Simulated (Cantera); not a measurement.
A freely propagating, adiabatic, planar premixed flame of 4.57 % CH4, 0.732 % C2H6, 1.46 % C3H8, 19.6 % O2, 73.6 % N2, unburnt at 325 K and 7500 Torr; mixture-averaged transport, grid criteria slope 0.08 and curve 0.16, no radiation.

Computed with Cantera and GRI-Mech 3.0 (53 species, 325 reactions). GRI-Mech 3.0 was tuned for natural gas; its chemistry of propane as a main component is partial and can be far from experiment. Burning velocities carry a grid error of a few per cent, more on coarse grids.

x: mole fraction of selected species; z is measured from the peak of heat release.

```csv
z (mm),T (K),u (m/s),x CH4,x C2H6,x C3H8,x O2,x HCO,x H2O2
-0.226,325,0.213,0.0457,0.00731,0.0146,0.196,<1e-8,6.59e-8
-0.151,329,0.215,0.0455,0.00730,0.0146,0.196,<1e-8,8.70e-7
-0.113,343,0.225,0.0450,0.00728,0.0146,0.194,<1e-8,4.69e-6
-0.0753,445,0.294,0.0420,0.00704,0.0143,0.186,<1e-8,3.14e-5
-0.0377,951,0.639,0.0282,0.00487,0.0101,0.139,…,0.000129
-0.0188,1406,0.957,0.0155,0.00213,0.00341,0.0931,…,6.79e-5
0,1838,1.26,0.00314,8.80e-5,3.33e-5,0.0463,…,3.65e-6
0.0188,2027,1.38,0.000111,6.18e-8,<1e-8,0.0246,…,1.17e-6
0.0377,2106,1.42,2.13e-6,<1e-8,<1e-8,0.0179,…,8.44e-7
0.0753,2184,1.47,<1e-8,<1e-8,<1e-8,0.0132,…,5.61e-7
0.151,2242,1.50,<1e-8,<1e-8,<1e-8,0.0101,<1e-8,3.55e-7
0.301,2275,1.52,<1e-8,<1e-8,<1e-8,0.00829,<1e-8,2.45e-7
0.603,2288,1.53,<1e-8,<1e-8,<1e-8,0.00752,<1e-8,2.05e-7
```

Problem. Complete the blanks.

Solution. 
- -0.0377, x HCO: 4.92e-8
- -0.0188, x HCO: 3.61e-6
- 0, x HCO: 1.46e-5
- 0.0188, x HCO: 2.20e-6
- 0.0377, x HCO: 1.10e-7
- 0.0753, x HCO: 1.97e-8
